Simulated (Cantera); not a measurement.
# Premixed flame

A freely propagating, adiabatic, planar premixed flame of 27.9 % CO, 11.5 % H2, 0.866 % CH4, 15.3 % O2, 44.4 % N2, equivalence ratio 1.4, unburnt at 375 K and 5.20 bar; multicomponent transport, grid criteria slope 0.08 and curve 0.16, no radiation.

Detailed kinetics in Cantera: GRI-Mech 3.0 (53 species, 325 reactions). Burning velocities carry a grid error of a few per cent, more on coarse grids.

| z (mm) | T (K) | u (m/s) | x CO | x H2 | x CH4 | x O2 | x CO2 | x OH |
|---|---|---|---|---|---|---|---|---|
| -0.173 | 375 | 1.63 | 0.279 | 0.115 | 0.00866 | 0.153 | <1e-8 | <1e-8 |
| -0.115 | 375 | 1.63 | 0.280 | 0.114 | 0.00867 | 0.153 | <1e-8 | <1e-8 |
| -0.0865 | 375 | 1.62 | 0.280 | 0.113 | 0.00868 | 0.153 | 2.51e-7 | <1e-8 |
| -0.0577 | 377 | 1.63 | 0.281 | 0.109 | 0.00871 | 0.154 | 5.48e-6 | <1e-8 |
| -0.0288 | 469 | 1.98 | 0.285 | 0.0890 | 0.00863 | 0.154 | 0.00109 | 6.29e-6 |
| -0.0144 | 886 | 3.68 | 0.277 | 0.0647 | 0.00706 | 0.137 | 0.0135 | 0.000708 |
| 0 | 1403 | 5.75 | 0.254 | 0.0389 | 0.00292 | 0.0979 | 0.0442 | 0.00275 |
| 0.0144 | 1733 | 6.99 | 0.221 | 0.0222 | 0.000340 | 0.0586 | 0.0852 | 0.00666 |
| 0.0288 | 1913 | 7.60 | 0.193 | 0.0173 | 1.71e-5 | 0.0375 | 0.120 | 0.00949 |
| 0.0577 | 2101 | 8.19 | 0.164 | 0.0174 | 4.14e-8 | 0.0226 | 0.155 | 0.0114 |
| 0.115 | 2272 | 8.74 | 0.150 | 0.0172 | <1e-8 | 0.0148 | 0.174 | 0.0113 |
| 0.231 | 2410 | 9.19 | 0.143 | 0.0157 | <1e-8 | 0.00963 | 0.184 | 0.00976 |
| 0.461 | 2509 | 9.50 | 0.137 | 0.0144 | <1e-8 | 0.00565 | 0.193 | 0.00770 |
x: mole fraction of selected species; z is measured from the peak of heat release.

```
Quantity                     Result
------------------------  ---------
laminar burning velocity   163 cm/s
thermal thickness         0.0577 mm
peak x(OH)                   0.0116
grid points                     137
```
